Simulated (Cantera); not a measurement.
What does this Cantera script print?

```python
import numpy as np
import cantera as ct

gas = ct.Solution("SiF4_NH3_mec.yaml", "gas")
gas.TPX = 2325, 100000, {'NH3': 1, 'N2': 7.7}
reactor = ct.IdealGasConstPressureReactor(gas, energy="off", clone=False)
net = ct.ReactorNet([reactor])
net.rtol, net.atol = 1e-08, 1e-18
show = ['NH3', 'N', 'N2H2', 'NH2', 'H']
times = np.geomspace(9e-05, 2, 13)

steps = ct.SolutionArray(gas, extra=["t"])
rows = []
print(f"{'t/s':>10s}{'T/K':>9s}{'P/Pa':>11s}" + "".join(f"{s:>11s}" for s in show))
for t in times:
    while net.time < t:
        t_next = net.step()
        steps.append(gas.state, t=t_next)
    rows.append([np.interp(t, steps.t, y) for y in (steps.T, steps.P, *steps(*show).X.T)])
    print(f"{t:10.3e}{rows[-1][0]:9.1f}{rows[-1][1]:11.4g}" + "".join(f"{x:11.3e}" for x in rows[-1][2:]))
rate = np.gradient(steps.T, steps.t)
print("integrator steps:", len(steps.t))
if steps.T.max() > steps.T[0] + 200:
    print(f"time of steepest temperature rise: {steps.t[rate.argmax()]:.4e} s")
gas.TPX = 2325, 100000, {'NH3': 1, 'N2': 7.7}
gas.equilibrate("TP")
print(f"equilibrium (TP): T = {gas.T:.1f} K  " + "  ".join(f"{s} {gas[s].X[0]:.3e}" for s in show))
```

It prints:

```
       t/s      T/K       P/Pa        NH3          N       N2H2        NH2          H
 9.000e-05   2325.0      1e+05  1.100e-01  9.202e-07  2.538e-06  1.788e-03  3.806e-05
 2.072e-04   2325.0      1e+05  1.037e-01  2.194e-06  2.317e-06  1.514e-03  7.429e-05
 4.772e-04   2325.0      1e+05  9.070e-02  4.183e-06  1.875e-06  1.189e-03  1.394e-04
 1.099e-03   2325.0      1e+05  6.713e-02  6.150e-06  1.278e-06  8.593e-04  2.632e-04
 2.530e-03   2325.0      1e+05  3.441e-02  7.287e-06  5.913e-07  5.046e-04  5.021e-04
 5.826e-03   2325.0      1e+05  7.797e-03  7.275e-06  1.130e-07  1.744e-04  1.013e-03
 1.342e-02   2325.0      1e+05  2.539e-04  4.472e-06  1.997e-09  1.470e-05  2.781e-03
 3.089e-02   2325.0      1e+05  1.014e-05  6.657e-07  1.352e-11  9.083e-07  4.278e-03
 7.114e-02   2325.0      1e+05  2.580e-06  1.745e-07  2.941e-12  2.333e-07  4.319e-03
 1.638e-01   2325.0      1e+05  1.087e-06  7.355e-08  2.321e-12  9.833e-08  4.319e-03
 3.772e-01   2325.0      1e+05  7.266e-07  4.917e-08  2.247e-12  6.573e-08  4.319e-03
 8.686e-01   2325.0      1e+05  6.917e-07  4.681e-08  2.241e-12  6.258e-08  4.319e-03
 2.000e+00   2325.0      1e+05  6.915e-07  4.680e-08  2.241e-12  6.256e-08  4.319e-03
integrator steps: 1685
equilibrium (TP): T = 2325.0 K  NH3 6.915e-07  N 4.680e-08  N2H2 2.241e-12  NH2 6.256e-08  H 4.319e-03
```

Detailed kinetics in Cantera: the gas-phase N/H chemistry of the illustrative SiF4/NH3 mechanism in the Surface Chemkin manual (1991). Walls and surfaces, which speed up NH3 decomposition in real reactors, are not modelled.
